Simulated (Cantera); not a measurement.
A perfectly stirred reactor is fed with NH3 : N2 : H2 = 1 : 4.2 : 0.011 (molar parts), at 49000 Pa; it is held at 2125 K, and followed from long to short residence time.

Detailed kinetics in Cantera: the gas-phase N/H chemistry of the illustrative SiF4/NH3 mechanism in the Surface Chemkin manual (1991). Walls and surfaces, which speed up NH3 decomposition in real reactors, are not modelled.

x: mole fraction; the columns are a selection and need not sum to one.

| τ (s) | x NH3 | x H2 | x NH2 | x N | x N2H2 |
|---|---|---|---|---|---|
| 4.8 | 0.000672 | 0.241 | 1.63e-5 | 2.08e-6 | 3.79e-9 |
| 1.2 | 0.00310 | 0.239 | 4.61e-5 | 2.18e-6 | 1.98e-8 |
| 0.31 | (withheld) | 0.227 | (withheld) | 2.16e-6 | (withheld) |
| 0.078 | 0.0419 | 0.190 | 0.000272 | 2.16e-6 | 3.33e-7 |
| 0.020 | (withheld) | (withheld) | (withheld) | (withheld) | (withheld) |
| 0.0050 | 0.155 | 0.0477 | 0.000743 | 1.26e-6 | 1.50e-6 |
| 0.0013 | 0.181 | 0.0153 | 0.000913 | 4.91e-7 | 1.71e-6 |

**Question.** Fill in the missing entries.

**Answer.** 
- 0.31, x NH3: 0.0127
- 0.31, x NH2: 0.000119
- 0.31, x N2H2: 8.83e-8
- 0.020, x NH3: 0.0990
- 0.020, x H2: 0.118
- 0.020, x NH2: 0.000504
- 0.020, x N: 1.93e-6
- 0.020, x N2H2: 8.87e-7
